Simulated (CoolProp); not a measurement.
Saturation properties of 1,2-dichloroethane (Tc = 561.6 K, pc = 5.226 MPa, ω = 0.269).

Computed with CoolProp (reference Helmholtz-energy equation of state, Thol 2015).

```csv
T (K),p (MPa),liquid cp (kJ/(kg K)),vapour Z
448.3,0.9302,1.530,0.8528
454.9,1.051,1.547,0.8394
461.5,1.183,1.566,0.8251
468.1,1.327,1.587,0.8100
474.7,1.483,1.610,?
481.3,1.653,?,?
487.9,1.838,1.666,0.7587
494.5,2.037,?,0.7393
```

Q: What belongs in the gaps?

A: 
- 474.7, vapour Z: 0.7939
- 481.3, liquid cp (kJ/(kg K)): 1.636
- 481.3, vapour Z: 0.7769
- 494.5, liquid cp (kJ/(kg K)): 1.701

It boils at 356.6 K under 1 atm.
